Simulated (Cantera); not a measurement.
Source: NASA polynomial tables (part measured, part estimated), evaluated in Cantera. Values are per mole of reaction as written; species without (g) are pure solids or liquids, kept so even where they would boil at 1 bar.

S₂(g) + 2 SiH₂(g) ⇌ 2 Si + 2 H₂S(g), with ΔH° = -660.1 kJ and ΔS° = -194.2 J/K at 300 K.

How far is the shortcut ΔG° ≈ ΔH°(300 K) − T·ΔS°(300 K) from the full temperature-dependent value at 998, 1098, 1198, 1298, 1398 K?


| T (K) | shortcut (kJ) | full (kJ) | difference (kJ) | difference in log10 K |
|---|---|---|---|---|
| 998 | -466.3 | -466.0 | -0.2 | 0.01 |
| 1098 | -446.8 | -446.3 | -0.6 | 0.03 |
| 1198 | -427.4 | -426.5 | -0.9 | 0.04 |
| 1298 | -408.0 | -406.7 | -1.3 | 0.05 |
| 1398 | -388.6 | -386.9 | -1.7 | 0.06 |
The shortcut ignores the heat-capacity change of the reaction.
